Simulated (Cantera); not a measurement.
A closed system holds: 1 mol CH3SiCl3, 0.019 mol HCl, a varied amount of H2, held at 1675 K and 133 Pa.

Equilibrium computed with Cantera from the NASA thermochemical tables; the gas is ideal and each condensed phase is pure. Candidate condensed phases: C, C6H6, C7H8, C8H18, Si, SiC; 109 gas species. The feed counts by its element totals alone. Kinetics and transport are ignored.

log p: log10 of the partial pressure in bar; n: condensed amount in mol.

```csv
n(H2) (mol),log p H2,log p HCl,log p H,log p SiCl2,log p Cl,n C(graphite),n SiC(s)
26,-2.92,-3.86,-5.40,-6.12,-6.45,0.0138,0.983
36,-2.91,-3.99,-5.39,-6.39,-6.58,0.00812,0.988
49,-2.90,(withheld),-5.39,(withheld),(withheld),(withheld),0.991
67,-2.90,-4.24,-5.38,-6.89,-6.84,0,0.993
92,-2.89,(withheld),-5.38,(withheld),(withheld),0,0.993
130,-2.89,-4.52,-5.38,-7.28,-7.12,0,0.994
170,-2.88,-4.64,-5.38,-7.45,-7.24,0,0.994
230,-2.88,-4.77,-5.38,-7.65,-7.37,0,0.994
```

Problem. Complete the blanks.

Solution. 
- 92, log p HCl: -4.38
- 92, log p SiCl2: -7.07
- 92, log p Cl: -6.97
- 49, log p HCl: -4.12
- 49, log p SiCl2: -6.64
- 49, log p Cl: -6.71
- 49, n C(graphite): 0.00348
